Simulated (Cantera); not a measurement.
An isothermal, constant-pressure homogeneous reactor starts with NO : N₂ = 1 : 1 (molar parts), at 2198 K and 0.0118 atm.

Computed with Cantera and GRI-Mech 3.0 (53 species, 325 reactions). Radical loss at walls, strong at low pressure, is not modelled.

x: mole fraction; the columns are a selection and need not sum to one.

```json
[
 {"t (s)": "5.00e-6", "x NO": "0.500", "x O₂": "3.50e-12", "x N₂": "0.500", "x O": "6.45e-8", "x NO₂": "<1e-12", "x N₂O": "6.45e-8"},
 {"t (s)": "2.83e-5", "x NO": "0.500", "x O₂": "1.13e-10", "x N₂": "0.500", "x O": "3.66e-7", "x NO₂": "2.29e-11", "x N₂O": "3.65e-7"},
 {"t (s)": "0.000160", "x NO": "0.500", "x O₂": "3.63e-9", "x N₂": "0.500", "x O": "2.08e-6", "x NO₂": "7.15e-10", "x N₂O": "2.05e-6"},
 {"t (s)": "0.000909", "x NO": "0.500", "x O₂": "(withheld)", "x N₂": "0.500", "x O": "(withheld)", "x NO₂": "(withheld)", "x N₂O": "(withheld)"},
 {"t (s)": "0.00515", "x NO": "0.500", "x O₂": "4.29e-6", "x N₂": "0.500", "x O": "8.00e-5", "x NO₂": "3.53e-7", "x N₂O": "5.20e-5"},
 {"t (s)": "0.0291", "x NO": "0.499", "x O₂": "(withheld)", "x N₂": "0.500", "x O": "(withheld)", "x NO₂": "(withheld)", "x N₂O": "(withheld)"},
 {"t (s)": "0.165", "x NO": "0.485", "x O₂": "0.00578", "x N₂": "0.506", "x O": "0.00270", "x NO₂": "1.19e-5", "x N₂O": "8.53e-5"},
 {"t (s)": "0.935", "x NO": "0.338", "x O₂": "0.0767", "x N₂": "0.578", "x O": "0.00695", "x NO₂": "2.82e-5", "x N₂O": "2.73e-5"},
 {"t (s)": "5.30", "x NO": "0.0274", "x O₂": "0.229", "x N₂": "0.732", "x O": "0.0116", "x NO₂": "4.02e-6", "x N₂O": "1.77e-7"},
 {"t (s)": "30.0", "x NO": "0.0130", "x O₂": "0.236", "x N₂": "0.739", "x O": "0.0119", "x NO₂": "1.92e-6", "x N₂O": "7.65e-8"}
]
```

Q: Some entries are withheld; supply them.

A: 
- 0.000909, x O₂: 1.19e-7
- 0.000909, x O: 1.22e-5
- 0.000909, x NO₂: 1.98e-8
- 0.000909, x N₂O: 1.12e-5
- 0.0291, x O₂: 0.000185
- 0.0291, x O: 0.000596
- 0.0291, x NO₂: 3.10e-6
- 0.0291, x N₂O: 0.000116
